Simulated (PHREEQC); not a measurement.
Consider water at 35 °C with 0.16 mol/kgw HBr, 0.00039 mol/kgw FeCl3 and 7.6e-05 mol/kgw CuCl2. Closed to the air; pH follows from the charge balance.

All values are PHREEQC results (ion-association model, wateq4f.dat), not measurements.

Precipitation was switched off in this run.

Q: Order these Fe species by the share of Fe that they hold, largest first: Fe+3, FeCl+2, FeOH+2.

A: Fe+3 (95 %), FeOH+2 (3.7 %), FeCl+2 (1.6 %)

The pH is 0.89 and the ionic strength 0.163 mol/kgw. Examples of supersaturated solids here: Hematite (slow to form). Others may be too. Complexes and solids missing from the database can't appear.
